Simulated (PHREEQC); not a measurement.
Consider water at 20 °C with 0.0082 mol/kgw TMAH, 6.8e-05 mol/kgw Na2SiO3 and 0.15 mol/kgw Na2CO3. Closed to the air; pH follows from the charge balance.

All values are PHREEQC results (ion-association model, phreeqc.dat), not measurements.

Task: The ionic strength comes out as 0.317 mol/kgw. What activity coefficients do Na+, NaCO3-, CO3-2, OH-, H3SiO4- get?

Result: Na+ 0.73, NaCO3- 0.73, CO3-2 0.27, OH- 0.67, H3SiO4- 0.69.

No solid was allowed to form. Complexes and solids missing from the database can't appear. (CH3)4N+ isn't in the database: it is added as a free cation with an ion size of 4 Å.
